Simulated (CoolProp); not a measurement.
A Linde-Hampson liquefier for ethane: isothermal reversible compression at 320 K from 1 atm to 30 MPa, throttling to 1 atm, return gas leaving the recuperator 5 K below the feed. Each further row changes one setting.

Values from CoolProp's reference Helmholtz-energy equation of state, Bücker 2006.

```tsv
case	liquid yield per pass	compression work (kJ/kg of gas)
as stated	?	390
high pressure 60 MPa	?	457
warm-end temperature 350 K	0.385	457
warm-end gap 10 K	?	390
```

Problem. Some entries are withheld; supply them.

Solution. 
- as stated, liquid yield per pass: 0.460
- high pressure 60 MPa, liquid yield per pass: 0.431
- warm-end gap 10 K, liquid yield per pass: 0.453
